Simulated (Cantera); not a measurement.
A perfectly stirred reactor is fed with CH4 : O2 : N2 : H2O = 1 : 3.51 : 13.2 : 1.2 (molar parts), at 0.200 bar; it is adiabatic with a 800 K inlet, and is followed from long to short residence time, starting on the burning branch (τ in s: 0.066, 0.024, 0.0085, 0.0031, 0.0011, 0.00039, 0.00014, 5.1e-05, 1.8e-05, 6.5e-06).

Detailed kinetics in Cantera: GRI-Mech 3.0 (53 species, 325 reactions).

x: mole fraction; the columns are a selection and need not sum to one.

| τ (s) | T (K) | x CH4 | x O2 | x H2O | x CH3 | x H2 | x CH2 |
|---|---|---|---|---|---|---|---|
| 0.066 | 1879 | 1.32e-5 | 0.0794 | 0.165 | (withheld) | 0.00120 | 1.55e-7 |
| 0.024 | 1848 | 2.59e-5 | 0.0796 | 0.163 | (withheld) | 0.00206 | 3.00e-7 |
| 0.0085 | 1801 | 5.45e-5 | 0.0804 | 0.160 | (withheld) | 0.00334 | 5.51e-7 |
| 0.0031 | 1740 | 0.000123 | 0.0817 | 0.156 | (withheld) | 0.00482 | 9.75e-7 |
| 0.0011 | 1666 | 0.000331 | 0.0848 | 0.152 | (withheld) | 0.00621 | 1.90e-6 |
| 0.00039 | 1578 | 0.00123 | 0.0926 | 0.149 | (withheld) | 0.00736 | 5.01e-6 |
| 0.00014 | 800 | 0.0529 | 0.186 | 0.0635 | <1e-12 | <1e-12 | <1e-12 |
| 5.1e-5 | 800 | 0.0529 | 0.186 | 0.0635 | <1e-12 | <1e-12 | <1e-12 |
| 1.8e-5 | 800 | 0.0529 | 0.186 | 0.0635 | <1e-12 | <1e-12 | <1e-12 |
| 6.5e-6 | 800 | 0.0529 | 0.186 | 0.0635 | <1e-12 | <1e-12 | <1e-12 |

Task: Some entries are withheld; supply them.

Result: 
- 0.066, x CH3: 3.23e-6
- 0.024, x CH3: 5.67e-6
- 0.0085, x CH3: 1.05e-5
- 0.0031, x CH3: 2.05e-5
- 0.0011, x CH3: 4.71e-5
- 0.00039, x CH3: 0.000147
